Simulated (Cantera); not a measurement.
A closed system holds: 1 mol SiC, 0.05 mol CO2, 1.5 mol H2, 0.6 mol O2, at 1852 °C and 0.100 bar.

Cantera equilibrium calculation (NASA polynomials, part measured and part estimated; ideal gas, pure solids and liquids). Candidate condensed phases: C, C6H6, C7H8, C8H18, H2O, Si, SiC, SiO2; 123 gas species. Gases not in the tables: Si2H6 and higher silanes. The numbers say what is thermodynamically allowed, not how fast it happens.

Base state: H2 0.528, CO 0.241, SiO 0.221, H 0.00835, Si 0.00128, SiH 0.000151, SiH2 8.04e-5, Si2C 5.73e-5 (mole fractions); condensed: SiC(s).

What changes in the equilibrium state with this change: temperature from 1852 °C to 725 °C?


```tsv
species	before	after
H2	0.528	0.990
CH4	1.00e-6	0.00957
CO	0.241	1.16e-6
SiO	0.221	<1e-9
Si	0.00128	<1e-9
H	0.00835	6.77e-9
SiH	0.000151	<1e-9
SiH2	8.04e-5	<1e-9
SiC(s), mol	0.373	0.350
C(graphite), mol	0	0.686
SiO2(β-quartz), mol	0	0.650
```
